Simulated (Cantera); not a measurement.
Cantera run, input and output.

```python
import numpy as np
import cantera as ct

gas = ct.Solution("gri30.yaml")


def delay(T, t_max=10):
    gas.TPX = T, 100000, {'CH4': 1, 'CO': 0.97, 'O2': 1.78, 'N2': 6.67, 'H2O': 0.35}
    reactor = ct.IdealGasConstPressureReactor(gas, clone=False)
    net = ct.ReactorNet([reactor])
    net.rtol, net.atol = 1e-8, 1e-16
    while net.time < t_max:
        t_old, T_old = net.time, reactor.T
        net.step()
        if reactor.T > T + 400:  # ignition: a rise of 400 K
            return t_old + (T + 400 - T_old) / (reactor.T - T_old) * (net.time - t_old)
    return np.nan


taus = []
for T in [1148, 1223, 1298, 1373, 1448, 1523, 1598]:
    taus.append(delay(T))
    print(f"T0 = {T:6g} K   tau = {taus[-1]:.4e} s")
```

It prints:

```
T0 =   1148 K   tau = 2.0790e-01 s
T0 =   1223 K   tau = 6.1837e-02 s
T0 =   1298 K   tau = 2.0155e-02 s
T0 =   1373 K   tau = 7.1549e-03 s
T0 =   1448 K   tau = 2.7797e-03 s
T0 =   1523 K   tau = 1.1930e-03 s
T0 =   1598 K   tau = 5.6784e-04 s
```

Detailed kinetics in Cantera: GRI-Mech 3.0 (53 species, 325 reactions).
